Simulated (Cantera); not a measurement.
An isothermal, constant-pressure homogeneous reactor starts with 19.6 % NH3, 80.4 % H2, at 1925 K and 101000 Pa.

Cantera simulation using the gas-phase N/H chemistry of the illustrative SiF4/NH3 mechanism in the Surface Chemkin manual (1991); the numbers are that mechanism's predictions, not measurements. Walls and surfaces, which speed up NH3 decomposition in real reactors, are not modelled.

x: mole fraction; the columns are a selection and need not sum to one.

| t (s) | x NH3 | x H2 | x N2H2 | x H | x N2H4 | x NH2 | x N2 |
|---|---|---|---|---|---|---|---|
| 2.00e-6 | 0.196 | 0.804 | 3.08e-12 | 2.18e-6 | 1.80e-12 | 1.53e-6 | <1e-12 |
| 1.35e-5 | 0.196 | 0.804 | 2.72e-10 | 1.48e-5 | 9.11e-11 | 1.03e-5 | 8.52e-11 |
| 9.18e-5 | 0.196 | 0.804 | 1.79e-8 | 9.92e-5 | (withheld) | 6.84e-5 | 4.35e-7 |
| 0.000621 | 0.195 | 0.804 | 4.59e-7 | 0.000380 | 6.00e-8 | 0.000261 | 0.000186 |
| 0.00421 | 0.189 | 0.807 | 4.85e-7 | 0.000400 | 6.20e-8 | 0.000265 | 0.00265 |
| 0.0285 | 0.155 | 0.827 | 3.71e-7 | 0.000434 | (withheld) | 0.000230 | 0.0170 |
| 0.193 | 0.0526 | 0.887 | 8.46e-8 | 0.000616 | (withheld) | 0.000103 | 0.0599 |
| 1.31 | 0.00384 | 0.915 | 1.08e-9 | 0.000894 | 9.90e-11 | 1.06e-5 | 0.0803 |
| 8.86 | 0.000422 | 0.917 | 1.39e-11 | 0.000915 | 1.25e-12 | 1.19e-6 | 0.0818 |
| 60.0 | 5.99e-5 | 0.917 | <1e-12 | 0.000916 | <1e-12 | 1.69e-7 | 0.0819 |

Q: Complete the blanks.

A: 
- 9.18e-5, x N2H4: 4.13e-9
- 0.0285, x N2H4: 4.67e-8
- 0.193, x N2H4: 9.41e-9
